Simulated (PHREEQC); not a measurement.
**Acid mine or pickling water (model solution)**

Model water analysis in mg/kgw, 20 °C, pH 2.56, pe 11.1: Na 2170; K 263; Ca 178; Mg 210; Cl 1330; S(6) as SO4 4720; Al 26.6; Ni 54.2.

Valence states are taken as typed.

All values are PHREEQC results (ion-association model, wateq4f.dat), not measurements.

```json
{
 "ionic_strength": "0.157 mol/kgw",
 "total_alkalinity": "-6.92 meq/kg",
 "charge_balance_error": "1.4 %"
}
```

| species | molality | activity | log γ |
|---|---|---|---|
| Na+ | 0.0897 | 0.0680 | -0.120 |
| Cl- | 0.0375 | 0.0275 | -0.135 |
| SO4-2 | 0.0335 | 0.0108 | -0.492 |
| K+ | 0.00631 | 0.00462 | -0.135 |
| Mg+2 | 0.00484 | 0.00177 | -0.436 |
| NaSO4- | 0.00467 | 0.00356 | -0.118 |
| MgSO4 | 0.00380 | 0.00394 | 0.016 |
| HSO4- | 0.00347 | 0.00260 | -0.126 |
| H+ | 0.00341 | 0.00275 | -0.092 |
| Ca+2 | 0.00261 | 0.000906 | -0.460 |
| CaSO4 | 0.00179 | 0.00186 | 0.016 |
| AlSO4+ | 0.000660 | 0.000494 | -0.126 |

No solid was allowed to form.
